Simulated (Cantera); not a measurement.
What does this Cantera script print?

```python
import numpy as np
import cantera as ct

surf = ct.Interface("ptcombust.yaml", "Pt_surf")
gas = surf.adjacent["gas"]
gas.TPX = 625, 330000, {'CO': 0.0079, 'O2': 0.032, 'N2': 0.79, 'H2O': 0.034}
surf.TP = 625, 330000
reactor = ct.FlowReactor(gas, clone=False)
reactor.area = 0.0001  # m2
reactor.surface_area_to_volume_ratio = 760  # 1/m
reactor.mass_flow_rate = 0.11 * reactor.area * gas.density  # inlet velocity 0.11 m/s
reactor.energy_enabled = False
wall = ct.ReactorSurface(surf, reactor, clone=False)
net = ct.ReactorNet([reactor])
net.rtol, net.atol = 1e-8, 1e-16
show, cover = ['CO', 'O2', 'H2O', 'CO2'], ['PT(S)', 'H(S)', 'O(S)', 'OH(S)', 'CO(S)', 'C(S)']

rows = []
print(f"{'z/m':>9s}{'u/(m/s)':>9s}" + "".join(f"{s:>13s}" for s in show + cover))
for z in [0.00049, 0.001, 0.0023, 0.0049, 0.01, 0.023, 0.049]:
    net.advance(z)
    rows.append([reactor.speed, *gas[show].X, *surf[cover].coverages])
    print(f"{z:9.4g}{rows[-1][0]:9.3g}" + "".join(f"{x:13.4e}" for x in rows[-1][1:]))
```

Result:

```
      z/m  u/(m/s)           CO           O2          H2O          CO2        PT(S)         H(S)         O(S)        OH(S)        CO(S)         C(S)
  0.00049     0.11   8.9939e-03   3.6968e-02   3.9359e-02   1.5139e-04   8.2504e-03   4.9353e-09   6.4057e-03   9.0592e-04   9.8441e-01   2.5453e-14
    0.001     0.11   8.8338e-03   3.6891e-02   3.9363e-02   3.1218e-04   8.3459e-03   4.9685e-09   6.5428e-03   9.2088e-04   9.8416e-01   2.5202e-14
   0.0023     0.11   8.4094e-03   3.6686e-02   3.9371e-02   7.3851e-04   8.6161e-03   5.0612e-09   6.9396e-03   9.6373e-04   9.8345e-01   2.4512e-14
   0.0049     0.11   7.4717e-03   3.6232e-02   3.9389e-02   1.6805e-03   9.3205e-03   5.2929e-09   8.0359e-03   1.0789e-03   9.8153e-01   2.2854e-14
     0.01     0.11   4.9285e-03   3.5002e-02   3.9440e-02   4.2355e-03   1.2707e-02   6.2579e-09   1.4587e-02   1.6983e-03   9.7096e-01   1.6981e-14
    0.023     0.11   1.5274e-03   3.3357e-02   3.9507e-02   7.6522e-03   2.7568e-03   7.6812e-11   9.9023e-01   6.5230e-03   4.7575e-04   2.6588e-20
    0.049     0.11   1.1380e-03   3.3169e-02   3.9515e-02   8.0433e-03   2.1325e-03   5.2219e-11   9.9191e-01   5.7425e-03   2.1176e-04   9.1391e-21
```

Detailed kinetics in Cantera: Deutschmann's 1995 Pt surface mechanism with GRI-Mech 3.0 gas chemistry. Catalytic surfaces can have several steady states; this one follows from the mechanism file's or the stated starting coverage. Mass transfer to the wall is taken as infinitely fast.
